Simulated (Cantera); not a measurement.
A perfectly stirred reactor is fed with CH3OH : O2 : N2 = 1 : 1.83 : 6.88 (molar parts), equivalence ratio 0.82, at 1300000 Pa; it is adiabatic with a 325 K inlet, and is followed from long to short residence time, starting on the burning branch (τ in s: 0.053, 0.018, 0.0063, 0.0022, 0.00074, 0.00025, 8.7e-05, 3e-05, 1e-05).

Computed with Cantera and GRI-Mech 3.0 (53 species, 325 reactions). GRI-Mech 3.0 was tuned for natural gas; its chemistry of methanol as a main component is partial and can be far from experiment. The pressure lies above the range GRI-Mech 3.0 was tuned for (to about 10 atm).

Problem. Predict: blow-out, bracketed by the residence times tried; x(CH3OH) at τ = 53.0 ms; x(O2) at τ = 53.0 ms; x(N2O) at τ = 53.0 ms; x(HCO) at τ = 53.0 ms; x(NO2) at τ = 53.0 ms; x(CH3OH) at τ = 0.740 ms; x(O2) at τ = 0.740 ms; x(N2O) at τ = 0.740 ms; x(HCO) at τ = 0.740 ms; x(NO2) at τ = 0.740 ms.

Solution. 
```
Item                                                                          Result
------------------------------------------------  ----------------------------------
blow-out, bracketed by the residence times tried  burning at 30.0 µs, out at 10.0 µs
x(CH3OH) at τ = 53.0 ms                                                      5.56e-7
x(O2) at τ = 53.0 ms                                                          0.0320
x(N2O) at τ = 53.0 ms                                                        6.71e-7
x(HCO) at τ = 53.0 ms                                                        5.74e-9
x(NO2) at τ = 53.0 ms                                                        1.20e-6
x(CH3OH) at τ = 0.740 ms                                                     2.18e-5
x(O2) at τ = 0.740 ms                                                         0.0336
x(N2O) at τ = 0.740 ms                                                       1.46e-6
x(HCO) at τ = 0.740 ms                                                       4.22e-7
x(NO2) at τ = 0.740 ms                                                       1.65e-7
```
